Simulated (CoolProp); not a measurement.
A simple Rankine cycle with ammonia: condensing at 313.15 K, boiler at 6.12 MPa, turbine inlet 522 K, turbine efficiency 0.7, pump efficiency 0.7, no recuperator. Each further row changes one setting.

Computed with CoolProp (reference Helmholtz-energy equation of state, Gao 2020).

| case | thermal efficiency (%) | net work (kJ/kg) | heat in (kJ/kg) | turbine exit temperature (K) | volume ratio over the turbine |
|---|---|---|---|---|---|
| as stated | 11.7 | ___ | 1580 | 421.2 | 3.30 |
| turbine inlet 542 K | ___ | 196 | 1640 | ___ | 3.30 |
| condensing temperature 305.15 K | 13.1 | ___ | ___ | 407.1 | 4.02 |
| boiler pressure 4.28 MPa | 9.2 | ___ | 1610 | ___ | 2.41 |
| turbine efficiency 0.6 | ___ | 157 | 1580 | 432.3 | 3.40 |

Fill in the missing entries.


- as stated, net work (kJ/kg): 186
- turbine inlet 542 K, thermal efficiency (%): 11.9
- turbine inlet 542 K, turbine exit temperature (K): 440.0
- condensing temperature 305.15 K, net work (kJ/kg): 213
- condensing temperature 305.15 K, heat in (kJ/kg): 1620
- boiler pressure 4.28 MPa, net work (kJ/kg): 148
- boiler pressure 4.28 MPa, turbine exit temperature (K): 447.6
- turbine efficiency 0.6, thermal efficiency (%): 9.9
